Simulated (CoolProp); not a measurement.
Vapour-liquid equilibrium of methanol (1) + acetone (2) at 13.4 bar; x and y are mole fractions of (1).

The numbers come from the multi-fluid Helmholtz-energy mixture model, de Reuck 1993 and Lemmon 2006; pair parameters Bell 2016 in CoolProp.

```
x     bubble temperature, mixture model (°C)  bubble temperature, Raoult's law (°C)  y, mixture model  y, Raoult's law
----  --------------------------------------  -------------------------------------  ----------------  ---------------
0.05                                     [?]                                  157.6               [?]            0.062
0.15                                   153.8                                  156.3               [?]            0.181
0.25                                   151.6                                  155.1             0.307            0.294
0.35                                   150.0                                  154.0             0.405            0.401
0.45                                   148.7                                  153.0               [?]            0.503
0.55                                   147.9                                  152.1               [?]            0.601
0.65                                   147.4                                  151.2             0.665            0.695
0.75                                   147.2                                  150.3             0.750            0.786
0.85                                   147.4                                  149.5             0.841            0.873
0.95                                   147.9                                  148.7             0.943            0.958
```

### Question
What belongs in the gaps?

### Answer

- 0.05, bubble temperature, mixture model (°C): 156.6
- 0.05, y, mixture model: 0.071
- 0.15, y, mixture model: 0.197
- 0.45, y, mixture model: 0.496
- 0.55, y, mixture model: 0.581

The largest gap from Raoult's law is -4.3 K in bubble temperature, at x = 0.45. y crosses x between x = 0.75 and 0.85: the model has an azeotrope there.

Pair parameters are fitted to limited data, so mixtures are less certain than the pure fluids.
